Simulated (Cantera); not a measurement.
Charge: 1 mol Cu2O, a varied amount of C, 0.54 mol H2, equilibrated at 1850 K and 10.0 Torr.

Method: chemical equilibrium by Gibbs-energy minimisation in Cantera with the NASA 1993 tables (ideal gas, pure condensed phases). Candidate condensed phases: C, C6H6, C7H8, C8H18, Cu, CuO, Cu(OH)2, Cu2O, H2O; 113 gas species. Rates play no part.

Which condensed phases are stable at each of these points (n(C) (mol)): 0.44, 0.55, 0.7, 0.89, 1.1, 1.4, 1.8, 2.3, 2.9, 3.7, 4.7, 6, 7.6?


```json
[
 {"n(C) (mol)": "0.44", "condensed phases": "Cu(l)", "Cu condensed (%)": "96.2"},
 {"n(C) (mol)": "0.55", "condensed phases": "Cu(l)", "Cu condensed (%)": "95.8"},
 {"n(C) (mol)": "0.7", "condensed phases": "Cu(l)", "Cu condensed (%)": "95.2"},
 {"n(C) (mol)": "0.89", "condensed phases": "Cu(l)", "Cu condensed (%)": "94.5"},
 {"n(C) (mol)": "1.1", "condensed phases": "C(graphite) + Cu(l)", "Cu condensed (%)": "94.1"},
 {"n(C) (mol)": "1.4", "condensed phases": "C(graphite) + Cu(l)", "Cu condensed (%)": "94.1"},
 {"n(C) (mol)": "1.8", "condensed phases": "C(graphite) + Cu(l)", "Cu condensed (%)": "94.1"},
 {"n(C) (mol)": "2.3", "condensed phases": "C(graphite) + Cu(l)", "Cu condensed (%)": "94.1"},
 {"n(C) (mol)": "2.9", "condensed phases": "C(graphite) + Cu(l)", "Cu condensed (%)": "94.1"},
 {"n(C) (mol)": "3.7", "condensed phases": "C(graphite) + Cu(l)", "Cu condensed (%)": "94.1"},
 {"n(C) (mol)": "4.7", "condensed phases": "C(graphite) + Cu(l)", "Cu condensed (%)": "94.1"},
 {"n(C) (mol)": "6", "condensed phases": "C(graphite) + Cu(l)", "Cu condensed (%)": "94.1"},
 {"n(C) (mol)": "7.6", "condensed phases": "C(graphite) + Cu(l)", "Cu condensed (%)": "94.1"}
]
```

From 0.44 mol C to 0.89 mol C the condensed part is Cu(l). From 1.1 mol C to 7.6 mol C the condensed part is C(graphite) + Cu(l).
